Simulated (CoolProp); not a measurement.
A single-stage vapour-compression cycle with CH2F2 (R32): evaporating at 235.15 K (dew point), condensing at 305.15 K (bubble point), superheat 8 K, subcooling 8 K, compressor efficiency 0.7, no pressure losses. Each further row changes one setting.

The numbers come from the reference Helmholtz-energy equation of state, Tillner-Roth 1997 in CoolProp.

```tsv
case	cooling COP	pressure ratio	discharge temperature (K)	refrigerating effect (kJ/kg)	volumetric capacity (kJ/m³)
as stated	___	10.5	427.5	___	___
evaporating temperature 240.15 K	___	8.41	___	269	1750
condensing temperature 300.15 K	___	___	___	276	1460
subcooling 13 K	1.79	10.5	427.5	276	1460
```

Question: Complete the blanks.

Answer: 
- as stated, cooling COP: 1.73
- as stated, refrigerating effect (kJ/kg): 267
- as stated, volumetric capacity (kJ/m³): 1410
- evaporating temperature 240.15 K, cooling COP: 1.95
- evaporating temperature 240.15 K, discharge temperature (K): 415.5
- condensing temperature 300.15 K, cooling COP: 1.92
- condensing temperature 300.15 K, pressure ratio: 9.18
- condensing temperature 300.15 K, discharge temperature (K): 416.4
